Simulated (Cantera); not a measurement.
Cantera run:

```python
import numpy as np
import cantera as ct

gas_names = [...]  # 77 gases of nasa_gas.yaml made of C, H, Ta
cond_names = """
    C(gr) C6H6(L) C7H8(L) C8H18(L),n-octa Ta(cr) Ta(L) TaC(s) TaC(L)
""".split()


# ... load() reads the species with a 1 bar reference pressure and builds the phases ...
atoms = {
    'Ta': {'Ta': 1},
    'CH4': {'C': 1, 'H': 4},
}
top_T = {'C(gr)': 4500}  # K; cautious upper limits of use, not melting points


# ... equilibrate(T, P, feed) seeds the gas with the atoms and calls Mixture.equilibrate('TP', solver="vcs", rtol=1e-11, max_steps=5000) ...
results = []
feed = {'Ta': 1, 'CH4': 1.6}  # mol
P = 430  # Pa
for T in [1723, 1773, 1823, 1873, 1923, 1973, 2023, 2073, 2123]:
    mix = equilibrate(T, P, feed)
    results.append((T, P, feed, dict(zip(mix.species_names, mix.species_moles))))

top = {s: max(r[3][s] / sum(r[3][g] for g in gas_names) for r in results) for s in gas_names}
cols = sorted((s for s in top if top[s] > 0.0001), key=lambda s: -top[s])[:7]
seen = [c for c in cond_names if any(r[3].get(c, 0) > 1e-12 for r in results)]
print("log10 of partial pressures in bar; condensed amounts in mol")
print(f"{'T/K':>10s}" + "".join(f"{s[:9]:>10s}" for s in cols + seen))
for T, P, feed, n in results:
    ng = sum(n[g] for g in gas_names)
    print(f"{T:10.4g}" + "".join(f"{np.log10(max(n[s] / ng * P / 1e5, 1e-99)):10.3f}" for s in cols)
          + "".join(f"{n.get(c, 0):10.4g}" for c in seen))
```

Output:

```
log10 of partial pressures in bar; condensed amounts in mol
       T/K        H2         H C2H2,acet     C(gr)    TaC(s)
      1723    -2.368    -4.923    -6.411    0.5994         1
      1773    -2.368    -4.730    -6.222    0.5991         1
      1823    -2.369    -4.548    -6.044    0.5986         1
      1873    -2.371    -4.376    -5.877     0.598         1
      1923    -2.373    -4.212    -5.718    0.5971         1
      1973    -2.376    -4.058    -5.569    0.5959         1
      2023    -2.379    -3.911    -5.428    0.5944         1
      2073    -2.384    -3.772    -5.296    0.5923         1
      2123    -2.391    -3.641    -5.172    0.5897         1
```

Method: chemical equilibrium by Gibbs-energy minimisation in Cantera with the NASA 1993 tables (ideal gas, pure condensed phases). TaC: taken at fixed stoichiometry. Condensed phases not in the tables: Ta2C.
